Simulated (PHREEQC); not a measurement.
A solution holds 0.092 mol/kgw H2SO4, 0.0026 mol/kgw Na2B4O7 and 0.042 mol/kgw NaCl, at 64 °C. Closed to the air; pH follows from the charge balance.

All values are PHREEQC results (Pitzer model, pitzer.dat), not measurements.

No solid was allowed to form.

Estimate the pH, ionic strength, osmotic coefficient.

pH 1.11; ionic strength 0.160 mol/kgw; osmotic coefficient 0.918.

In which forms is S present?

HSO4- 86 %, SO4-2 14 % of the S.

Constants without temperature data keep their 25 °C values here.
